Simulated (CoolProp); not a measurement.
Model: reference Helmholtz-energy equation of state, de Reuck 1993, in CoolProp.

Task: For methanol, give the phase and the speed of sound (m/s), Joule-Thomson coefficient (K/MPa), Prandtl number at 485.7 K and 0.101 MPa.

Result: 
- 485.7 K and 0.101 MPa: gas; speed of sound 382, Joule-Thomson coefficient 15.1, Prandtl number 0.812

Viscosity comes from a separate model (Xiang 2006). Thermal conductivity comes from a separate model (Sykioti 2013).
